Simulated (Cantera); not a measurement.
A freely propagating, adiabatic, planar premixed flame of 3.05 % C₃H₈, 20.4 % O₂, 76.6 % N₂, equivalence ratio 0.75, unburnt at 525 K and 0.247 atm; mixture-averaged transport, grid criteria slope 0.08 and curve 0.16, no radiation.

Detailed kinetics in Cantera: GRI-Mech 3.0 (53 species, 325 reactions). GRI-Mech 3.0 was tuned for natural gas; its chemistry of propane as a main component is partial and can be far from experiment. Burning velocities carry a grid error of a few per cent, more on coarse grids.

x: mole fraction of selected species; z is measured from the peak of heat release.

```tsv
z (mm)	T (K)	u (m/s)	x C₃H₈	x O₂	x CH₂O	x HO₂	x CO₂	x H₂O
-3.31	525	1.25	0.0305	0.203	8.54e-8	6.53e-8	7.09e-8	1.39e-5
-2.21	526	1.25	0.0305	0.203	1.54e-6	8.71e-7	1.35e-6	0.000145
-1.65	529	1.26	0.0304	0.203	1.04e-5	4.50e-6	9.62e-6	0.000641
-1.10	555	1.33	0.0302	0.200	0.000111	2.73e-5	0.000126	0.00399
-0.551	___	1.95	___	___	___	___	___	___
-0.276	1140	2.84	0.0106	0.143	0.00136	0.000219	0.00797	0.0555
0	1495	3.80	0.000657	0.103	0.000798	0.000235	0.0184	0.0842
0.276	1642	4.19	2.54e-6	0.0789	0.000103	3.35e-5	0.0304	0.0977
0.551	1680	4.28	<1e-8	0.0690	6.00e-6	6.60e-6	0.0405	0.101
1.10	1718	4.35	<1e-8	0.0620	2.33e-8	4.67e-6	0.0540	0.101
2.21	1770	4.46	<1e-8	0.0578	<1e-8	3.96e-6	0.0646	0.0998
4.41	1835	4.60	<1e-8	0.0556	<1e-8	3.24e-6	0.0692	0.102
8.82	1911	4.77	<1e-8	0.0539	<1e-8	___	0.0725	0.106
```

**Question.** Some entries are withheld; supply them.

**Answer.** 
- -0.551, T (K): 799
- -0.551, x C₃H₈: 0.0245
- -0.551, x O₂: 0.177
- -0.551, x CH₂O: 0.000875
- -0.551, x HO₂: 8.57e-5
- -0.551, x CO₂: 0.00239
- -0.551, x H₂O: 0.0271
- 8.82, x HO₂: 2.43e-6
